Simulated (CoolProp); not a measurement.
A closed Brayton cycle with carbon dioxide: compressor inlet 315.15 K and 8 MPa, high pressure 18.9 MPa, turbine inlet 980 K, compressor efficiency 0.89, turbine efficiency 0.85, recuperator effectiveness 0.9 (on enthalpy, no pinch check). Each further row changes one setting.

Values from CoolProp's reference Helmholtz-energy equation of state, Span 1996.

```csv
case,thermal efficiency (%),net work (kJ/kg),compressor to turbine work,compressor exit (K),turbine exit (K)
as stated,35.2,94.4,0.27,379.3,871.2
turbine inlet 930 K,34.2,87.3,0.29,379.3,824.9
compressor inlet 325.15 K,34.7,87.5,0.32,397.2,871.2
high pressure 16.1 MPa,32.8,79.0,0.26,367.2,890.9
recuperator effectiveness 0.5,18.9,94.4,0.27,379.3,871.2
```
